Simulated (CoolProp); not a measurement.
Vapour-liquid equilibrium of n-hexane (1) + cyclohexane (2) at 191.55 °C; x and y are mole fractions of (1).

The numbers come from the multi-fluid Helmholtz-energy mixture model, Thol 2019 and Zhou 2014; pair parameters Bell 2016 in CoolProp.

```csv
x,bubble pressure (MPa),y at the bubble point,dew pressure at overall composition x (MPa),liquid density (mol/L)
0.05,1.198,0.064,1.193,6.907
0.2,1.265,0.240,1.250,6.622
0.35,1.328,0.400,1.308,6.348
0.5,1.388,0.549,1.369,6.084
0.65,1.446,0.689,1.430,5.828
0.8,1.503,0.825,1.492,5.580
0.95,1.559,0.957,1.556,5.337
```

No azeotrope shows between x = 0.05 and 0.95.

Pair parameters are fitted to limited data, so mixtures are less certain than the pure fluids.
